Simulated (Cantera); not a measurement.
Hydrocarbon pyrolysis for carbon deposition

An isothermal, constant-pressure homogeneous reactor starts with 25.0 % C2H6, 75.0 % H2, at 1723 K and 0.203 Torr.

Detailed kinetics in Cantera: GRI-Mech 3.0 (53 species, 325 reactions). GRI-Mech 3.0 stops at C3 and has no aromatics, soot or wall deposition, so with more carbon than oxygen in the feed, carbon stays in small species such as C2H2 where larger ones or solid carbon would form. Radical loss at walls, strong at low pressure, is not modelled.

```json
[
 {"t (s)": "5.00e-5", "x C2H6": "0.249", "x H2": "0.749", "x H": "1.38e-5", "x C2H2": "1.46e-12", "x C2H4": "9.77e-8", "x C2H": "<1e-12"},
 {"t (s)": "0.000107", "x C2H6": "0.248", "x H2": "0.749", "x H": "5.38e-5", "x C2H2": "3.31e-11", "x C2H4": "1.10e-6", "x C2H": "<1e-12"},
 {"t (s)": "0.000229", "x C2H6": "0.245", "x H2": "0.747", "x H": "0.000191", "x C2H2": "9.24e-10", "x C2H4": "1.39e-5", "x C2H": "<1e-12"},
 {"t (s)": "0.000491", "x C2H6": "0.238", "x H2": "0.743", "x H": "0.000594", "x C2H2": "3.31e-8", "x C2H4": "0.000173", "x C2H": "<1e-12"},
 {"t (s)": "0.00105", "x C2H6": "0.222", "x H2": "0.736", "x H": "0.00155", "x C2H2": "1.72e-6", "x C2H4": "0.00177", "x C2H": "1.95e-11"},
 {"t (s)": "0.00226", "x C2H6": "0.179", "x H2": "0.719", "x H": "0.00311", "x C2H2": "7.73e-5", "x C2H4": "0.0111", "x C2H": "1.96e-9"},
 {"t (s)": "0.00483", "x C2H6": "0.0953", "x H2": "0.682", "x H": "0.00596", "x C2H2": "0.00166", "x C2H4": "0.0356", "x C2H": "8.77e-8"},
 {"t (s)": "0.0103", "x C2H6": "0.0118", "x H2": "0.644", "x H": "0.0113", "x C2H2": "0.0170", "x C2H4": "0.0516", "x C2H": "1.84e-6"},
 {"t (s)": "0.0222", "x C2H6": "0.000387", "x H2": "0.667", "x H": "0.00904", "x C2H2": "0.0530", "x C2H4": "0.0346", "x C2H": "4.47e-6"},
 {"t (s)": "0.0475", "x C2H6": "0.000185", "x H2": "0.695", "x H": "0.00571", "x C2H2": "0.0807", "x C2H4": "0.0197", "x C2H": "4.13e-6"},
 {"t (s)": "0.102", "x C2H6": "0.000104", "x H2": "0.717", "x H": "0.00375", "x C2H2": "0.0997", "x C2H4": "0.0106", "x C2H": "3.24e-6"},
 {"t (s)": "0.218", "x C2H6": "5.64e-5", "x H2": "0.735", "x H": "0.00259", "x C2H2": "0.113", "x C2H4": "0.00551", "x C2H": "2.48e-6"},
 {"t (s)": "0.467", "x C2H6": "3.01e-5", "x H2": "0.751", "x H": "0.00193", "x C2H2": "0.123", "x C2H4": "0.00288", "x C2H": "1.96e-6"},
 {"t (s)": "1.00", "x C2H6": "1.63e-5", "x H2": "0.765", "x H": "0.00158", "x C2H2": "0.131", "x C2H4": "0.00155", "x C2H": "1.69e-6"}
]
```
x: mole fraction; the columns are a selection and need not sum to one.

Equilibrium at this temperature and pressure: C2H6 <1e-12, H2 0.824, H 0.0101, C2H2 0.166, C2H4 1.50e-6, C2H 1.27e-5 (gas phase only).
